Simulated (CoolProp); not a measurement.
R123 at several states: density (kg/m³) from the reference equation and from simpler models built on Tc = 456.8 K, pc = 3662 kPa, ω = 0.282; each cubic takes its own stable root.

The numbers come from the reference Helmholtz-energy equation of state, Younglove 1994 in CoolProp. It is a modified Benedict-Webb-Rubin equation, recast in Helmholtz form.

| T (K) | p (kPa) | phase | reference | van der Waals | Redlich-Kwong | Soave-Redlich-Kwong |
|---|---|---|---|---|---|---|
| 239.8 | 9010 | liquid | 1619 | 985.2 | 1437 | 1468 |
| 284.3 | 30.6 | gas | 2.011 | 1.995 | 2.001 | 2.004 |
| 310.3 | 21700 | liquid | 1491 | 960.5 | 1351 | 1381 |
| 388.2 | 6660 | liquid | 1242 | 796.2 | 1080 | 1120 |
| 217.4 | 454 | liquid | 1656 | 980.8 | 1457 | 1488 |
